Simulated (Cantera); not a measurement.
A perfectly stirred reactor is fed with 94.3 % N2O, 5.75 % O2, at 0.132 atm; it is held at 1275 K, and followed from long to short residence time.

Computed with Cantera and GRI-Mech 3.0 (53 species, 325 reactions). GRI-Mech 3.0 was tuned for natural gas; its chemistry of N2O as a main component is partial and can be far from experiment. The mechanism lacks the step 2 NO + O2 → 2 NO2, which can matter for NO2 below about 1400 K. The temperature is held fixed by assumption; the heat of reaction is taken as removed at once.

x: mole fraction; the columns are a selection and need not sum to one.

```csv
τ (s),x N2O,x O2,x N2,x NO,x NO2,x O
0.66,0.725,0.117,0.138,0.0201,2.59e-5,5.36e-6
0.28,0.836,0.0867,0.0676,0.00991,1.18e-5,5.40e-6
0.12,0.894,…,…,…,…,5.42e-6
0.050,0.921,0.0633,0.0133,0.00196,1.55e-6,5.42e-6
0.021,0.934,0.0599,0.00567,0.000834,4.21e-7,5.42e-6
0.0090,0.939,0.0585,0.00244,0.000359,9.91e-8,5.41e-6
0.0038,0.941,0.0579,…,…,…,5.38e-6
0.0016,0.942,0.0577,0.000432,6.28e-5,3.66e-9,5.31e-6
```

Question: Fill in the missing entries.

Answer: 
- 0.12, x O2: 0.0709
- 0.12, x N2: 0.0310
- 0.12, x NO: 0.00456
- 0.12, x NO2: 4.72e-6
- 0.0038, x N2: 0.00103
- 0.0038, x NO: 0.000151
- 0.0038, x NO2: 1.99e-8
